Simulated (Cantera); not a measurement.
## Counterflow diffusion flame

A counterflow diffusion flame at 1.00 atm, nozzles 20 mm apart: fuel side 35.7 % C₃H₈, 64.3 % N₂ at 600 K, oxidiser side 26.0 % O₂, 74.0 % N₂ at 700 K, fuel mass flux 1.2 times the oxidiser's; mixture-averaged transport, no radiation.

Detailed kinetics in Cantera: GRI-Mech 3.0 (53 species, 325 reactions). GRI-Mech 3.0 was tuned for natural gas; its chemistry of propane as a main component is partial and can be far from experiment. GRI-Mech 3.0 has no aromatics or soot, which form on the fuel side of real flames. The maximum strain rate includes the flame's own expansion and is several times the mean.

```
oxidiser flux (kg/m²/s)  max strain (1/s)  mean strain (1/s)  T max (K)  peak x OH  peak x H  peak x NO  peak x CO  peak x C₂H₂
-----------------------  ----------------  -----------------  ---------  ---------  --------  ---------  ---------  -----------
0.25                                  216               46.6       2274     0.0112   0.00523   0.000532     0.0873       0.0421
0.34                                  287               63.4       2252     0.0113   0.00554   0.000492     0.0863       0.0409
0.46                                  381               85.7       2232     0.0113   0.00585   0.000456     0.0853       0.0396
0.63                                  510                117       2212     0.0112   0.00616   0.000419     0.0842       0.0381
0.85                                  675                158       2192     0.0111   0.00645   0.000385     0.0833       0.0367
1.1                                   860                205       2175     0.0110   0.00669   0.000354     0.0825       0.0354
1.5                                  1150                280       2156     0.0109   0.00697   0.000318     0.0818       0.0338
2.1                                  1580                391       2131     0.0106   0.00721   0.000273     0.0811       0.0317
2.8                                  2060                522       2107     0.0103   0.00736   0.000233     0.0808       0.0297
3.8                                  2730                708       2080    0.00984   0.00745   0.000189     0.0808       0.0273
```
x: mole fraction; the columns are a selection and need not sum to one.
